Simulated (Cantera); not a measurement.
# Equilibrium for abatement and gas-phase synthesis: HCl + H₂O + H₂

Input: 1 mol HCl, 0.86 mol H₂O, 0.088 mol H₂, at 2450 K.

These are equilibrium values from Cantera (NASA tables, ideal gas, pure condensed phases), not measurements of a reactor. Candidate condensed phases: H₂O; 14 gas species. The ideal-gas law is rough above about 30 bar. The numbers say what is thermodynamically allowed, not how fast it happens.

| P (Pa) | x HCl | x H | x H₂O | x Cl | x H₂ | x O | x OH | x O₂ |
|---|---|---|---|---|---|---|---|---|
| 10 | 0.0363 | 0.496 | 0.0162 | 0.210 | 0.0610 | 0.139 | 0.0258 | 0.0153 |
| 52 | 0.114 | 0.311 | 0.0969 | 0.202 | 0.125 | 0.0781 | 0.0472 | 0.0250 |
| 280 | 0.231 | 0.142 | 0.226 | 0.166 | 0.140 | 0.0302 | 0.0448 | 0.0201 |
| 1400 | 0.332 | 0.0583 | 0.322 | 0.117 | 0.118 | 0.0102 | 0.0311 | 0.0115 |
| 7600 | 0.410 | 0.0218 | 0.382 | 0.0709 | 0.0893 | 0.00294 | 0.0182 | 0.00519 |
| 40000 | 0.458 | 0.00834 | 0.413 | 0.0393 | 0.0689 | 0.000785 | 0.00977 | 0.00194 |
| 210000 | 0.485 | 0.00330 | 0.429 | 0.0200 | 0.0568 | 0.000188 | 0.00487 | 0.000585 |
| 1100000 | 0.500 | 0.00136 | 0.436 | 0.00956 | 0.0506 | 4.10e-5 | 0.00229 | 0.000146 |
| 5700000 | 0.507 | 0.000581 | 0.439 | 0.00439 | 0.0477 | 8.46e-6 | 0.00105 | 3.21e-5 |
| 30000000 | 0.510 | 0.000250 | 0.440 | 0.00195 | 0.0464 | 1.66e-6 | 0.000464 | 6.49e-6 |
x: gas mole fraction; nothing condenses.

From 10.0 Pa to 300 bar nothing is condensed.
